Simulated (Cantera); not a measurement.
An isothermal, constant-pressure homogeneous reactor starts with C2H4 : H2 = 1 : 3.4 (molar parts), at 1850 K and 20.0 Torr.

Computed with Cantera and GRI-Mech 3.0 (53 species, 325 reactions). GRI-Mech 3.0 was tuned for natural gas; its chemistry of ethylene as a main component is partial and can be far from experiment. GRI-Mech 3.0 stops at C3 and has no aromatics, soot or wall deposition, so with more carbon than oxygen in the feed, carbon stays in small species such as C2H2 where larger ones or solid carbon would form. Radical loss at walls, strong at low pressure, is not modelled.

x: mole fraction; the columns are a selection and need not sum to one.

| t (s) | x C2H4 | x H2 | x CH3 | x C2H | x CH4 | x H | x C2H6 |
|---|---|---|---|---|---|---|---|
| 3.00e-6 | 0.227 | 0.773 | 1.38e-11 | <1e-12 | 3.46e-12 | 3.11e-7 | 2.31e-10 |
| 1.44e-5 | 0.227 | 0.773 | 4.71e-10 | 1.04e-11 | 1.63e-10 | 1.45e-6 | 3.60e-9 |
| 6.95e-5 | 0.224 | 0.773 | 9.58e-9 | 2.43e-10 | 1.32e-8 | 6.93e-6 | 2.66e-8 |
| 0.000334 | 0.212 | 0.776 | 5.97e-8 | 5.67e-9 | 4.94e-7 | 3.30e-5 | 9.85e-8 |
| 0.00161 | 0.154 | 0.786 | 1.87e-7 | 9.78e-8 | 8.47e-6 | 0.000120 | 2.06e-7 |
| 0.00775 | 0.0267 | 0.810 | 2.55e-7 | 4.62e-7 | 3.82e-5 | 0.000213 | 5.73e-8 |
| 0.0373 | 7.86e-5 | 0.813 | 1.61e-6 | 3.42e-6 | 4.67e-5 | 0.00140 | 4.85e-10 |
| 0.179 | 6.64e-5 | 0.812 | ? | 7.28e-6 | ? | 0.00298 | 4.65e-10 |
| 0.863 | 6.63e-5 | 0.812 | 1.04e-5 | 7.33e-6 | 0.000141 | 0.00300 | 6.08e-10 |
| 4.16 | 6.63e-5 | 0.812 | 2.34e-5 | 7.32e-6 | 0.000316 | 0.00299 | ? |
| 20.0 | 6.63e-5 | 0.812 | 2.49e-5 | 7.32e-6 | 0.000337 | 0.00299 | 1.44e-9 |

Task: Fill in the missing entries.

Result: 
- 0.179, x CH3: 4.46e-6
- 0.179, x CH4: 6.06e-5
- 4.16, x C2H6: 1.32e-9
